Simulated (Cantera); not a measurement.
Feed: 1 mol AlCl3, 1.2 mol N2, 37 mol H2, equilibrated at 2100 K and 9.00 Torr.

These are equilibrium values from Cantera (NASA tables, ideal gas, pure condensed phases), not measurements of a reactor. Candidate condensed phases: Al, AlCl3, AlN, NH4Cl; 20 gas species. The tables' values for AlCl2 are old estimates; treat these amounts as uncertain. Rates play no part.

Base state: H2 0.871, HCl 0.0479, N2 0.0294, H 0.0265, AlCl 0.0238, Cl 0.00107, AlCl2 0.000389, Al 0.000294 (mole fractions); condensed: gas only.

Question: What changes in the equilibrium state with this change: pressure from 9.00 Torr to 0.473 Torr?

Answer: 
| species | before | after |
|---|---|---|
| H2 | 0.871 | 0.790 |
| H | 0.0265 | 0.110 |
| HCl | 0.0479 | 0.0436 |
| AlCl | 0.0238 | 0.0221 |
| N2 | 0.0294 | 0.0281 |
| AlCl3 | 1.02e-5 | 4.51e-7 |
| AlCl2 | 0.000389 | 7.89e-5 |

Question: What changes in the equilibrium state with this change: temperature from 2100 K to 1250 K?

Answer: 
```csv
species,before,after
H2,0.871,0.921
HCl,0.0479,0.0453
N2,0.0294,0.0231
H,0.0265,4.24e-6
AlCl,0.0238,6.30e-5
AlCl3,1.02e-5,0.0103
Al,0.000294,<1e-9
Cl,0.00107,1.78e-7
AlCl2,0.000389,0.000163
"AlN(s), mol",0,0.588
```
